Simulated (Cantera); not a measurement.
**Pyrogenic steam for wet oxidation**

A perfectly stirred reactor is fed with H2 : O2 : N2 = 1.5 : 1 : 8.8 (molar parts), equivalence ratio 0.75, at 0.133 bar; it is held at 998 K, and followed from long to short residence time.

Computed with Cantera and the H2/O2 subset of GRI-Mech 3.0, which has no nitrogen chemistry. Radical loss at walls, strong at low pressure, is not modelled. The temperature is held fixed by assumption; the heat of reaction is taken as removed at once.

```csv
τ (s),x H2,x O2,x H2O2,x OH,x H2O
27,0.000113,0.0237,2.53e-7,3.18e-5,0.142
8.3,0.000243,0.0238,3.55e-7,4.78e-5,0.142
2.6,0.000508,0.0239,4.39e-7,7.26e-5,0.142
0.80,0.00105,0.0242,4.87e-7,0.000112,0.141
0.25,0.00209,0.0247,4.95e-7,0.000174,0.140
0.077,0.00412,0.0257,4.76e-7,0.000273,0.137
0.024,0.00789,0.0278,4.44e-7,0.000420,0.132
0.0075,0.0147,0.0318,4.10e-7,0.000626,0.122
```
x: mole fraction; the columns are a selection and need not sum to one.
